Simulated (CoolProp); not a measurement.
c-C4F8 (RC318) at 258.45 K and 0.0184 MPa is compressed adiabatically to 0.1 MPa with isentropic efficiency 0.6. Each further row changes one setting.

The numbers come from the reference Helmholtz-energy equation of state, Platzer 1990 in CoolProp. This equation is an older, rougher fit.

```
case             work (kJ/kg)  final temperature (K)  final density (kg/m³)
---------------  ------------  ---------------------  ---------------------
as stated                   ?                      ?                      ?
efficiency 1                ?                      ?                      ?
efficiency 0.65          28.9                      ?                      ?
```

Task: Fill in the missing entries.

Result: 
- as stated, work (kJ/kg): 31.3
- as stated, final temperature (K): 301.2
- as stated, final density (kg/m³): 8.22
- efficiency 1, work (kJ/kg): 18.8
- efficiency 1, final temperature (K): 285.3
- efficiency 1, final density (kg/m³): 8.73
- efficiency 0.65, final temperature (K): 298.2
- efficiency 0.65, final density (kg/m³): 8.31
